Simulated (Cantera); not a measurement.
# Equilibrium for boron, boron nitride and boron oxide: BCl₃ + H₂ + N₂

Feed: 1 mol BCl₃, 11 mol H₂, 67 mol N₂.

These are equilibrium values from Cantera (NASA tables, ideal gas, pure condensed phases), not measurements of a reactor. Candidate condensed phases: B, BN, NH₄Cl; 21 gas species. N₂ is the only nitrogen source here; it is nearly inert below about 1500 K, so the nitride shown seldom forms there in practice. The tables' values for BCl₂ are old estimates. Rates play no part.

Stable condensed phases:

```
T in °C \ P in Pa
             10     28     77    220    600   1700   4600  13000  36000 100000
   1927       A      A      A      A      A      A      B      B      B      B
   1852       A      A      A      A      A      B      B      B      B      B
   1777       A      A      A      A      B      B      B      B      B      B
   1702       A      A      A      B      B      B      B      B      B      B
   1627       A      A      B      B      B      B      B      B      B      B
   1552       B      B      B      B      B      B      B      B      B      B
   1477       B      B      B      B      B      B      B      B      B      B
   1402       B      B      B      B      B      B      B      B      B      B
   1327       B      B      B      B      B      B      B      B      B      B
   1252       B      B      B      B      B      B      B      B      B      B
   1177       B      B      B      B      B      B      B      B      B      B
```

A: gas only; B: BN.
